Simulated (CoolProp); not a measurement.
Vapour-liquid equilibrium of CHF3 (R23) (1) + C2F6 (R116) (2) at 2.17 bar; x and y are mole fractions of (1).

Model: multi-fluid Helmholtz-energy mixture model, Penoncello 2003 and Lemmon 2006; pair parameters Bell 2016, in CoolProp.

```csv
x,bubble temperature (°C),y at the bubble point,dew temperature at overall composition x (°C),liquid density (mol/L)
0.05,-66.1,0.178,-63.6,11.45
0.125,-69.4,0.332,-65.1,11.91
0.2,-71.2,0.419,-66.6,12.37
0.275,-72.2,0.473,-68.1,12.83
0.35,-72.8,0.509,-69.7,13.33
0.425,-73.1,0.536,-71.3,13.86
0.5,-73.3,0.558,-72.6,14.44
0.575,-73.3,0.579,-73.3,15.08
0.65,-73.3,0.603,-72.9,15.78
0.725,-73.1,0.633,-72.0,16.54
0.8,-72.6,0.676,-70.8,17.37
0.875,-71.7,0.745,-69.7,18.27
0.95,-69.8,0.865,-68.5,19.21
```

y crosses x between x = 0.575 and 0.65: the model has an azeotrope there.

Pair parameters are fitted to limited data, so mixtures are less certain than the pure fluids.
